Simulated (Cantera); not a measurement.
Si3N4 + H2O (nitride etching)

Feed: 1 mol Si3N4, 0.39 mol H2O, at 0.000110 bar.

These are equilibrium values from Cantera (NASA tables, ideal gas, pure condensed phases), not measurements of a reactor. Candidate condensed phases: H2O, Si, SiO2, Si2N2O, Si3N4; 35 gas species. Mutual solubility and eutectic melting of coexisting phases are not modelled. The tables' values for SiN are old estimates; treat these amounts as uncertain. Rates play no part.

```
T (K)  log p H2  log p N2  log p SiO  log p Si  log p H  log p Si2N  log p Si2  log p SiH  n Si2N2O(s)  n Si3N4(s)  n Si(s)  n Si(l)
-----  --------  --------  ---------  --------  -------  ----------  ---------  ---------  -----------  ----------  -------  -------
1048      -4.08     -4.56     -14.73      <-15   -10.15        <-15       <-15       <-15        0.390       0.740        0        0
1123      -4.08     -4.56     -12.78    -15.92    -9.41        <-15       <-15       <-15        0.390       0.740        0        0
1198      -4.08     -4.56     -11.08    -13.90    -8.76        <-15       <-15     -14.76        0.390       0.740        0        0
1273      -4.08     -4.56      -9.58    -12.12    -8.19      -15.13       <-15     -13.17        0.390       0.740        0        0
1348      -4.08     -4.56      -8.26    -10.53    -7.68      -13.11     -14.76     -11.77        0.390       0.740        0        0
1423      -4.08     -4.56      -7.07     -9.12    -7.22      -11.31     -12.57     -10.51        0.390       0.740        0        0
1498      -4.20     -4.34      -6.08     -8.00    -6.86       -9.88     -10.90      -9.59        0.385       0.668    0.222        0
1573      -4.76     -4.09      -4.97     -7.26    -6.77       -9.11      -9.94      -9.26        0.149           0     2.46        0
1648      -4.82     -4.10      -4.81     -6.59    -6.46       -8.54      -9.07      -8.73            0           0     2.60        0
1723      -4.83     -4.11      -4.82     -6.01    -6.15       -8.07      -8.33      -8.26            0           0        0     2.58
1798      -4.85     -4.12      -4.83     -5.51    -5.88       -7.71      -7.73      -7.87            0           0        0     2.53
```
log p: log10 of the partial pressure in bar; n: condensed amount in mol.

From 1048 K to 1423 K the condensed part is Si2N2O(s) + Si3N4(s). At 1498 K the condensed part is Si(s) + Si2N2O(s) + Si3N4(s). At 1573 K the condensed part is Si(s) + Si2N2O(s). At 1648 K the condensed part is Si(s). From 1723 K to 1798 K the condensed part is Si(l).
